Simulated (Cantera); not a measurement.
Feed: 1 mol CH₃SiH₃, 0.18 mol C₂H₂, 1600 mol H₂, equilibrated at 1977 °C and 28.0 mbar.

These are equilibrium values from Cantera (NASA tables, ideal gas, pure condensed phases), not measurements of a reactor. Candidate condensed phases: C, C₆H₆, C₇H₈, C₈H₁₈, Si, SiC; 87 gas species. The feed counts by its element totals alone. Kinetics and transport are ignored.

Base state: H₂ 0.956, H 0.0434, Si 0.000550, C₂H₂ (acetylene) 0.000402, SiH 3.62e-5 (mole fractions); condensed: gas only.

**Question.** What changes in the equilibrium state with this change: temperature from 1977 °C to 1227 °C?

**Answer.** 
```tsv
species	before	after
H₂	0.956	1.000
H	0.0434	0.000105
CH₄	2.15e-6	7.19e-5
Si	0.000550	2.74e-9
SiH	3.62e-5	1.47e-9
C₂H₂ (acetylene)	0.000402	9.02e-6
C(graphite), mol	0	0.215
SiC(s), mol	0	1.000
```
